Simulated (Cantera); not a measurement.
Gas-phase reforming

A perfectly stirred reactor is fed with 47.6 % CH4, 52.4 % H2O, at 0.132 atm; it is held at 2148 K, and followed from long to short residence time.

Computed with Cantera and GRI-Mech 3.0 (53 species, 325 reactions).

| τ (s) | x CH4 | x H2O | x CH3 | x H2 | x C2H4 | x O |
|---|---|---|---|---|---|---|
| 6.9 | 0.000394 | 0.0240 | 9.66e-5 | 0.724 | 2.49e-7 | 3.51e-7 |
| 1.2 | 0.00137 | 0.0307 | 0.000316 | 0.719 | 2.49e-6 | 3.90e-7 |
| 0.22 | 0.00390 | 0.0539 | 0.000828 | 0.700 | 1.48e-5 | 5.22e-7 |
| 0.039 | 0.0106 | 0.113 | 0.00203 | 0.651 | 7.85e-5 | 7.12e-7 |
| 0.0069 | 0.0275 | 0.220 | 0.00470 | 0.559 | 0.000409 | 8.29e-7 |
| 0.0012 | 0.0728 | 0.332 | 0.0107 | 0.436 | 0.00225 | 8.05e-7 |
| 0.00022 | 0.183 | 0.415 | 0.0210 | 0.283 | 0.00985 | 7.52e-7 |
x: mole fraction; the columns are a selection and need not sum to one.
